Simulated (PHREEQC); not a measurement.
Solution (25 °C): 0.001 mol/kgw CuCl2, 0.044 mol/kgw HCl and 0.0012 mol/kgw FeCl3. Closed to the air; pH follows from the charge balance.

All values are PHREEQC results (ion-association model, phreeqc.dat), not measurements.

Precipitation was switched off in this run.

Q: Predict the pH.

A: pH 1.43.

Q: In which forms is Fe present?

A: Fe+3 56 %, FeCl+2 35 %, FeOH+2 5.0 %, FeCl2+ 3.5 % of the Fe.

The solution is supersaturated, for example in Hematite (slow to form), Goethite (slow to form), so a real one may precipitate; this is no full list. Complexes and solids missing from the database can't appear.
